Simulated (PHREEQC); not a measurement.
Solution (30 °C): 0.02 mol NaH2PO4 per kg of water. Closed to the air; pH follows from the charge balance.

Model: ion-association model, phreeqc.dat, run in PHREEQC.

Precipitation was switched off in this run.

Problem. Predict the pH, specific conductance, ionic strength.

Solution. pH 4.65; specific conductance 1670 µS/cm; ionic strength 0.0201 mol/kgw.
